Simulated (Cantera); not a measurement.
A Cantera script and what it prints.

```python
import numpy as np
import cantera as ct

gas_names = [...]  # 110 gases of nasa_gas.yaml made of C, H, O
cond_names = """
    C(gr) C6H6(L) C7H8(L) C8H18(L),n-octa H2O(s) H2O(L)
""".split()


# ... load() reads the species with a 1 bar reference pressure and builds the phases ...
atoms = {
    'C2H6': {'C': 2, 'H': 6},
    'O2': {'O': 2},
}
top_T = {'C(gr)': 4500}  # K; cautious upper limits of use, not melting points


# ... equilibrate(T, P, feed) seeds the gas with the atoms and calls Mixture.equilibrate('TP', solver="vcs", rtol=1e-11, max_steps=5000) ...
results = []
T = 948.15  # K
P = 4100000  # Pa
for m in [0.012, 0.019, 0.028, 0.042, 0.064, 0.096, 0.14, 0.22, 0.33]:
    feed = {'C2H6': 1, 'O2': m}  # mol
    mix = equilibrate(T, P, feed)
    results.append((T, P, feed, dict(zip(mix.species_names, mix.species_moles))))
    x = sorted(zip(gas.X, gas.species_names), reverse=True)
    print(f"T = {T:g} K  P = {P:g} Pa  n(O2) = {m:g} mol  gas = {mix.phase_moles(0):.4g} mol")
    print("   x: " + "  ".join(f"{s} {v:.3e}" for v, s in x if v > 0.001))
    print("   condensed (mol): " + ("  ".join(f"{mix.phase(i).name} {mix.phase_moles(i):.4g}"
          for i in range(1, mix.n_phases) if mix.phase_moles(i) > 1e-12) or "none"))
```

It prints:

```
T = 948.15 K  P = 4.1e+06 Pa  n(O2) = 0.012 mol  gas = 1.791 mol
   x: CH4 6.762e-01  H2 3.103e-01  H2O 1.226e-02
   condensed (mol): C(gr) 0.7867
T = 948.15 K  P = 4.1e+06 Pa  n(O2) = 0.019 mol  gas = 1.798 mol
   x: CH4 6.700e-01  H2 3.089e-01  H2O 1.921e-02  CO 1.571e-03
   condensed (mol): C(gr) 0.7916
T = 948.15 K  P = 4.1e+06 Pa  n(O2) = 0.028 mol  gas = 1.807 mol
   x: CH4 6.622e-01  H2 3.070e-01  H2O 2.793e-02  CO 2.297e-03
   condensed (mol): C(gr) 0.7977
T = 948.15 K  P = 4.1e+06 Pa  n(O2) = 0.042 mol  gas = 1.822 mol
   x: CH4 6.503e-01  H2 3.043e-01  H2O 4.103e-02  CO 3.405e-03
   condensed (mol): C(gr) 0.8067
T = 948.15 K  P = 4.1e+06 Pa  n(O2) = 0.064 mol  gas = 1.845 mol
   x: CH4 6.323e-01  H2 3.000e-01  H2O 6.055e-02  CO 5.096e-03  CO2 1.859e-03
   condensed (mol): C(gr) 0.8197
T = 948.15 K  P = 4.1e+06 Pa  n(O2) = 0.096 mol  gas = 1.879 mol
   x: CH4 6.076e-01  H2 2.941e-01  H2O 8.677e-02  CO 7.451e-03  CO2 3.973e-03
   condensed (mol): C(gr) 0.8363
T = 948.15 K  P = 4.1e+06 Pa  n(O2) = 0.14 mol  gas = 1.926 mol
   x: CH4 5.760e-01  H2 2.864e-01  H2O 1.191e-01  CO 1.050e-02  CO2 7.895e-03
   condensed (mol): C(gr) 0.8549
T = 948.15 K  P = 4.1e+06 Pa  n(O2) = 0.22 mol  gas = 2.01 mol
   x: CH4 5.250e-01  H2 2.734e-01  H2O 1.686e-01  CO2 1.735e-02  CO 1.557e-02
   condensed (mol): C(gr) 0.878
T = 948.15 K  P = 4.1e+06 Pa  n(O2) = 0.33 mol  gas = 2.127 mol
   x: CH4 4.658e-01  H2 2.575e-01  H2O 2.212e-01  CO2 3.369e-02  CO 2.170e-02
   condensed (mol): C(gr) 0.8912
```

These are equilibrium values from Cantera (NASA tables, ideal gas, pure condensed phases), not measurements of a reactor. The ideal-gas law is rough above about 30 bar.
